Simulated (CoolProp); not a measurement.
CH3F (R41) along the isotherm 54.25 °C: density (kg/m³) from the reference equation and from simpler models built on Tc = 44.1 °C, pc = 5.906 MPa, ω = 0.200; each cubic takes its own stable root.

The numbers come from the reference Helmholtz-energy equation of state, Lemmon 2006 in CoolProp. It is a short technical equation, of lower accuracy than the large ones.

```json
[
 {"p (MPa)": "1.85", "phase": "gas", "reference": "26.21"},
 {"p (MPa)": "3.69", "phase": "gas", "reference": "61.73"},
 {"p (MPa)": "5.54", "phase": "gas", "reference": "120.9"},
 {"p (MPa)": "7.38", "phase": "supercritical", "reference": "335.9"},
 {"p (MPa)": "9.23", "phase": "supercritical", "reference": "474.6"},
 {"p (MPa)": "11.1", "phase": "supercritical", "reference": "517.8"},
 {"p (MPa)": "12.9", "phase": "supercritical", "reference": "544.1"},
 {"p (MPa)": "14.8", "phase": "supercritical", "reference": "564.9"}
]
```

Problem. How far does each simpler model (ideal gas, Redlich-Kwong, Soave-Redlich-Kwong) lie from the reference over these 8 states: mean and median of the absolute difference, and the worst?

Solution. 
- ideal gas: mean 54.8 %, median 68.8 %, worst -75.7 % at 54.25 °C and 9.23 MPa
- Redlich-Kwong: mean 15.4 %, median 19.9 %, worst -24.9 % at 54.25 °C and 9.23 MPa
- Soave-Redlich-Kwong: mean 17.1 %, median 23.4 %, worst -26.9 % at 54.25 °C and 9.23 MPa
